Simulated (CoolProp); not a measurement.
CF4 (R14) at 439.59 K and 8.47 MPa is throttled through a valve to 3.19 MPa with no heat exchange. Each further row changes one setting.

Values from CoolProp's reference Helmholtz-energy equation of state, Platzer 1990. This equation is an older, rougher fit; its heat capacities, sound speeds and derivatives of the liquid may be far off and weren't checked against measurements.

```csv
case,temperature change (K),final phase,final density (kg/m³)
as stated,-10.1,gas,___
outlet pressure 0.957 MPa,___,gas,___
outlet pressure 4.15 MPa,-8.1,supercritical,104
```

Problem. Some entries are withheld; supply them.

Solution. 
- as stated, final density (kg/m³): 79.8
- outlet pressure 0.957 MPa, temperature change (K): -15.2
- outlet pressure 0.957 MPa, final density (kg/m³): 24.0
